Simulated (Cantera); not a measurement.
What does this Cantera script print?

```python
import numpy as np
import cantera as ct

gas = ct.Solution("gri30.yaml")
gas.TPX = 1450, 110000, {'C2H6': 1, 'N2': 5.4}
inlet = ct.Reservoir(gas, clone=True)

reactor = ct.IdealGasConstPressureReactor(gas, energy="off", clone=False)
exhaust = ct.Reservoir(gas, clone=True)
tau = [5.4, 2, 0.72, 0.26, 0.096, 0.035, 0.013, 0.0047, 0.0017, 0.00063, 0.00023][0]
for a, b in ((inlet, reactor), (reactor, exhaust)):
    ct.MassFlowController(a, b, mdot=lambda t: reactor.mass / tau)
net = ct.ReactorNet([reactor])
show = ['C2H6', 'HCN', 'CH2', 'C2H', 'CH3', 'H']

rows = []
print(f"{'tau/s':>10s}{'T/K':>9s}" + "".join(f"{s:>11s}" for s in show))
for tau in [5.4, 2, 0.72, 0.26, 0.096, 0.035, 0.013, 0.0047, 0.0017, 0.00063, 0.00023]:
    net.initial_time = 0.0
    net.advance(30 * tau)
    before = gas.X
    net.advance(40 * tau)
    drift = np.max(np.abs(gas.X - before) / (gas.X + 1e-9))
    rows.append([gas.T, *gas[show].X, drift])
    print(f"{tau:10.3e}{gas.T:9.1f}" + "".join(f"{x:11.3e}" for x in gas[show].X))
```

It prints:

```
     tau/s      T/K       C2H6        HCN        CH2        C2H        CH3          H
 5.400e+00   1450.0  7.309e-05  5.046e-09  5.818e-10  3.664e-09  2.639e-05  4.962e-06
 2.000e+00   1450.0  1.341e-04  3.825e-09  9.501e-10  4.633e-09  3.399e-05  6.276e-06
 7.200e-01   1450.0  2.569e-04  3.472e-09  1.709e-09  6.336e-09  4.479e-05  8.678e-06
 2.600e-01   1450.0  4.960e-04  3.471e-09  3.200e-09  8.883e-09  5.971e-05  1.238e-05
 9.600e-02   1450.0  9.669e-04  3.575e-09  6.042e-09  1.215e-08  8.096e-05  1.731e-05
 3.500e-02   1450.0  1.975e-03  3.680e-09  1.168e-08  1.587e-08  1.140e-04  2.333e-05
 1.300e-02   1450.0  4.160e-03  3.741e-09  2.258e-08  1.901e-08  1.651e-04  2.963e-05
 4.700e-03   1450.0  9.346e-03  3.747e-09  4.483e-08  2.004e-08  2.494e-04  3.535e-05
 1.700e-03   1450.0  2.160e-02  3.632e-09  8.760e-08  1.696e-08  3.850e-04  3.842e-05
 6.300e-04   1450.0  4.740e-02  3.276e-09  1.537e-07  1.051e-08  5.754e-04  3.700e-05
 2.300e-04   1450.0  8.840e-02  2.732e-09  2.210e-07  4.624e-09  7.725e-04  3.186e-05
```

Cantera simulation using GRI-Mech 3.0 (53 species, 325 reactions); the numbers are that mechanism's predictions, not measurements. GRI-Mech 3.0 stops at C3 and has no aromatics, soot or wall deposition, so with more carbon than oxygen in the feed, carbon stays in small species such as C2H2 where larger ones or solid carbon would form.
